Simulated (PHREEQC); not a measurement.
# Copper plating or etch bath with phosphoric acid bath: speciation

Solution A (43 mmol/kgw CuCl2 and 1.5 mmol/kgw H2SO4) is mixed with solution B (0.055 mol NaH2PO4, 0.00015 mol H2SO4 and 0.00021 mol NiSO4 per kg of water) at 30 °C; shares are by mass of water, 1 kg in all. Oxygen is held at 0.21 atm. The system is closed to CO2. The run lets Cu(OH)2, Brochantite, Antlerite, Atacamite, Cu3(PO4)2:3H2O, Ni(OH)2, Ni3(PO4)2, Ni4(OH)6SO4, Halite, Mirabilite, Chalcanthite, Morenosite precipitate or redissolve, and no other solid.

The series has 21 steps of share of solution B, from 0 to 1.

Model: ion-association model, wateq4f.dat, run in PHREEQC.

Question: Which solids form, in which order, and at which step of the series does each first stand?

Answer: Cu3(PO4)2:3H2O from share of solution B = 0.5 (pH 3.38), last present at share of solution B = 0.95.

H3PO4, which wateq4f.dat lacks, is added to it with the constant of phreeqc.dat. The database has no phosphate complexes of Cu, Ni.
